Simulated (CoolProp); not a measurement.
Vapour-liquid equilibrium of carbon dioxide (1) + R22 (2) at 1.19 MPa; x and y are mole fractions of (1).

Model: multi-fluid Helmholtz-energy mixture model, Span 1996 and Kamei 1995; pair parameters Bell 2016, in CoolProp.

Task: Give the bubble temperature and the first vapour's composition at x = 0.05, 0.25, 0.85. Is there an azeotrope?

Result: x = 0.05: 24.2 °C, y = 0.158; x = 0.25: 3.7 °C, y = 0.603; x = 0.85: -30.5 °C, y = 0.975. No azeotrope shows between x = 0.05 and 0.95.

Pair parameters are fitted to limited data, so mixtures are less certain than the pure fluids.
